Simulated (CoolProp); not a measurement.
Vapour-liquid equilibrium of hydrogen chloride (1) + propane (2) at 1.19 MPa; x and y are mole fractions of (1).

Computed with CoolProp (multi-fluid Helmholtz-energy mixture model, Thol 2018 and Lemmon 2009; pair parameters Bell 2016).

```
x     bubble temperature (°C)  y at the bubble point  dew temperature at overall composition x (°C)  liquid density (mol/L)
----  -----------------------  ---------------------  ---------------------------------------------  ----------------------
0.05                     23.4                  0.227                                              …                       …
0.2                       0.7                      …                                           24.7                   13.29
0.35                    -11.0                  0.758                                           17.0                   15.01
0.5                         …                  0.826                                            8.2                   16.90
0.65                    -20.8                      …                                           -2.1                   19.21
0.8                     -23.7                  0.913                                          -14.8                   22.23
0.95                    -26.2                  0.972                                              …                   26.36
```

Task: Complete the blanks.

Result: 
- 0.05, dew temperature at overall composition x (°C): 31.8
- 0.05, liquid density (mol/L): 11.49
- 0.2, y at the bubble point: 0.613
- 0.5, bubble temperature (°C): -17.1
- 0.65, y at the bubble point: 0.870
- 0.95, dew temperature at overall composition x (°C): -25.4

No azeotrope shows between x = 0.05 and 0.95.

Pair parameters are fitted to limited data, so mixtures are less certain than the pure fluids.
